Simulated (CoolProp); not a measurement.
A Linde-Hampson liquefier for carbon monoxide: isothermal reversible compression at 250 K from 1 atm to 10 MPa, throttling to 1 atm, return gas leaving the recuperator 2 K below the feed. Each further row changes one setting.

The numbers come from the reference Helmholtz-energy equation of state, Lemmon 2006 in CoolProp. It is a short technical equation, of lower accuracy than the large ones.

```
case                        liquid yield per pass  compression work (kJ/kg of gas)
--------------------------  ---------------------  -------------------------------
as stated                                   0.082                              335
high pressure 20 MPa                        0.139                              384
warm-end temperature 280 K                  0.058                              379
warm-end gap 7 K                            0.069                              335
```
